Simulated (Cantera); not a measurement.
An isothermal plug-flow reactor at 900 K and 0.260 bar (inlet), inlet velocity 3.9 m/s, active area per volume 1300 1/m; feed CH4 : O2 : N2 : H2O = 0.0029 : 0.01 : 0.79 : 0.057 (molar parts), equivalence ratio 0.58.

Model: Deutschmann's 1995 Pt surface mechanism with GRI-Mech 3.0 gas chemistry, integrated in Cantera. Catalytic surfaces can have several steady states; this one follows from the mechanism file's or the stated starting coverage. Mass transfer to the wall is taken as infinitely fast.

### Question
What does this change do: pressure from 0.260 bar to 0.100 bar?

### Answer
```tsv
quantity	before	after
x(CH4) at z = 0.032 m	0.000701	0.000280
x(O2) at z = 0.032 m	0.00629	0.00545
x(H2O) at z = 0.032 m	0.0716	0.0725
x(CO2) at z = 0.032 m	0.00267	0.00309
x(CO) at z = 0.032 m	3.45e-7	1.61e-7
θ(free Pt) at the exit	0.293	0.357
θ(O*) at the exit	0.703	0.640
θ(OH*) at the exit	0.00411	0.00270
```
